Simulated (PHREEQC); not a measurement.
**Acid mine or pickling water: an equilibrium model**

Synthetic water in mg/L, 30 °C, pH 2.06, pe 12.4: Na 15.8; K 35; Ca 114; Mg 16.5; Cl 86.7; S(6) as SO4 1130; O(0) (dissolved oxygen) 0.0587; Cu(2) 1.54; Fe(3) 0.0483; Cd 22.8; Sr 0.113; Br 0.591.

Valence states are taken as typed.

Computed with PHREEQC (ion-association model, phreeqc.dat).

```
Property                       Value
--------------------  --------------
ionic strength        0.0276 mol/kgw
specific conductance      5190 µS/cm
total alkalinity        -14.0 meq/kg
charge-balance error          -8.1 %
```

```csv
species,molality,activity,log γ
H+,0.00994,0.00871,-0.057
SO4-2,0.00666,0.00358,-0.270
HSO4-,0.00397,0.00339,-0.069
Cl-,0.00243,0.00207,-0.071
Ca+2,0.00206,0.00112,-0.264
K+,0.000873,0.000740,-0.071
CaSO4,0.000736,0.000741,0.003
Na+,0.000676,0.000578,-0.068
Mg+2,0.000446,0.000247,-0.257
MgSO4,0.000234,0.000235,0.003
Cd+2,0.000118,6.23e-5,-0.276
CdSO4,6.59e-5,6.63e-5,0.003
CaHSO4+,5.36e-5,4.57e-5,-0.069
KSO4-,2.36e-5,2.03e-5,-0.066
Cu+2,1.71e-5,9.45e-6,-0.257
CdCl+,1.47e-5,1.25e-5,-0.069
```

Precipitation was switched off in this run. The solution is supersaturated, for example in Hematite (slow to form), so a real one may precipitate; this is no full list.
